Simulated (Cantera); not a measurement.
A Cantera script and what it prints.

```python
import numpy as np
import cantera as ct

gas_names = [...]  # 109 gases of nasa_gas.yaml made of C, Cl, H, Si
cond_names = """
    C(gr) C6H6(L) C7H8(L) C8H18(L),n-octa Si(cr) Si(L) SiC(b)
""".split()


# ... load() reads the species with a 1 bar reference pressure and builds the phases ...
atoms = {
    'SiHCl3': {'Si': 1, 'H': 1, 'CL': 3},
    'C3H8': {'C': 3, 'H': 8},
    'H2': {'H': 2},
}
top_T = {'C(gr)': 4500, 'SiC(b)': 3050}  # K; cautious upper limits of use, not melting points


# ... equilibrate(T, P, feed) seeds the gas with the atoms and calls Mixture.equilibrate('TP', solver="vcs", rtol=1e-11, max_steps=5000) ...
results = []
feed = {'SiHCl3': 1, 'C3H8': 0.23, 'H2': 2.1}  # mol
P = 860  # Pa
for T in [1723, 1773, 1823, 1873, 1923, 1973, 2023, 2073, 2123, 2173]:
    mix = equilibrate(T, P, feed)
    results.append((T, P, feed, dict(zip(mix.species_names, mix.species_moles))))

top = {s: max(r[3][s] / sum(r[3][g] for g in gas_names) for r in results) for s in gas_names}
cols = sorted((s for s in top if top[s] > 1e-06), key=lambda s: -top[s])[:5]
seen = [c for c in cond_names if any(r[3].get(c, 0) > 1e-12 for r in results)]
print("log10 of partial pressures in bar; condensed amounts in mol")
print(f"{'T/K':>10s}" + "".join(f"{s[:9]:>10s}" for s in cols + seen))
for T, P, feed, n in results:
    ng = sum(n[g] for g in gas_names)
    print(f"{T:10.4g}" + "".join(f"{np.log10(max(n[s] / ng * P / 1e5, 1e-99)):10.3f}" for s in cols)
          + "".join(f"{n.get(c, 0):10.4g}" for c in seen))
```

Result:

```
log10 of partial pressures in bar; condensed amounts in mol
       T/K       HCL        H2     SiCL2         H        CL     C(gr)    SiC(b)
      1723    -2.393    -2.397    -3.296    -4.938    -5.045         0    0.6899
      1773    -2.394    -2.398    -3.292    -4.745    -4.855         0    0.6898
      1823    -2.395    -2.399    -3.289    -4.563    -4.676         0    0.6896
      1873    -2.396    -2.400    -3.287    -4.390    -4.507         0    0.6892
      1923    -2.398    -2.402    -3.286    -4.227    -4.347         0    0.6885
      1973    -2.401    -2.403    -3.286    -4.072    -4.196         0    0.6872
      2023    -2.410    -2.404    -3.272    -3.923    -4.058   0.01111    0.6745
      2073    -2.423    -2.403    -3.248    -3.782    -3.933   0.03351    0.6501
      2123    -2.438    -2.404    -3.227    -3.647    -3.816     0.057    0.6235
      2173    -2.455    -2.407    -3.212    -3.520    -3.705   0.08327    0.5924
```

Method: chemical equilibrium by Gibbs-energy minimisation in Cantera with the NASA 1993 tables (ideal gas, pure condensed phases). The tables' values for SiCl3, SiCl are old estimates; treat these amounts as uncertain. Gases not in the tables: Si2H6 and higher silanes.
